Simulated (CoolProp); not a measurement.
Vapour-liquid equilibrium of dimethyl carbonate (1) + n-heptane (2) at 364.6 K; x and y are mole fractions of (1).

Model: multi-fluid Helmholtz-energy mixture model, Zhou 2011 and Span 2003; pair parameters Bell 2016, in CoolProp.

```csv
x,bubble pressure (MPa),y at the bubble point,dew pressure at overall composition x (MPa),liquid density (mol/L)
0.05,…,…,0.08571,6.320
0.125,0.1095,0.323,0.09137,6.520
0.2,0.1195,0.415,0.09767,6.737
0.275,0.1262,0.475,0.1047,6.971
0.35,0.1305,0.518,0.1124,7.226
0.425,0.1331,0.550,0.1206,7.505
0.5,…,0.576,0.1287,7.810
0.575,0.1354,0.600,0.1346,8.144
0.65,0.1353,0.624,0.1345,8.512
0.725,0.1344,0.652,0.1295,8.916
0.8,0.1321,0.691,0.1230,9.362
0.875,0.1272,0.753,0.1162,9.854
0.95,0.1173,0.864,0.1098,10.40
```

Complete the blanks.


- 0.05, bubble pressure (MPa): 0.09508
- 0.05, y at the bubble point: 0.170
- 0.5, bubble pressure (MPa): 0.1347

y crosses x between x = 0.575 and 0.65: the model has an azeotrope there.

Pair parameters are fitted to limited data, so mixtures are less certain than the pure fluids.
